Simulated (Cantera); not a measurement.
# Thermodynamics of carbon deposition, reforming and gasification, feed C₂H₆ + NH₃ + H₂

Input: 1 mol C₂H₆, 0.55 mol NH₃, 2.5 mol H₂, equilibrated at 0.100 bar.

Cantera equilibrium calculation (NASA polynomials, part measured and part estimated; ideal gas, pure solids and liquids). Candidate condensed phases: C, C₆H₆, C₇H₈, C₈H₁₈; 92 gas species. Rates play no part.

```csv
T (K),x H₂,x H,x N₂,x HCN,x C₂H₂ (acetylene),x HNC,x CH₄,x CN,n C(graphite)
1450,0.958,2.93e-5,0.0416,0.000147,4.67e-6,2.09e-6,0.000303,1.75e-11,2.00
1550,0.958,9.75e-5,0.0415,0.000297,1.54e-5,5.86e-6,0.000187,1.82e-10,2.00
1650,0.958,0.000281,0.0414,0.000550,4.37e-5,1.44e-5,0.000122,1.41e-9,1.99
1750,0.957,0.000719,0.0412,0.000948,0.000110,3.21e-5,8.36e-5,8.64e-9,1.99
1850,0.956,0.00167,0.0408,0.00154,0.000250,6.51e-5,5.98e-5,4.34e-8,1.99
1950,0.953,0.00354,0.0404,0.00236,0.000521,0.000122,4.42e-5,1.84e-7,1.98
2050,0.949,0.00699,0.0397,0.00347,0.00101,0.000215,3.36e-5,6.72e-7,1.96
2150,0.941,0.0129,0.0388,0.00488,0.00182,0.000357,2.60e-5,2.17e-6,1.94
2250,0.929,0.0226,0.0376,0.00660,0.00311,0.000561,2.04e-5,6.27e-6,1.91
2350,0.912,0.0377,0.0361,0.00862,0.00503,0.000840,1.62e-5,1.64e-5,1.87
2450,0.886,0.0598,0.0344,0.0109,0.00773,0.00120,1.28e-5,3.95e-5,1.81
```
x: gas mole fraction; n: condensed amount in mol.

From 1450 K to 2450 K the condensed part is C(graphite). The main C-bearing gas is CH₄ at 1450 K and C₂H₂ (acetylene) at 2450 K.
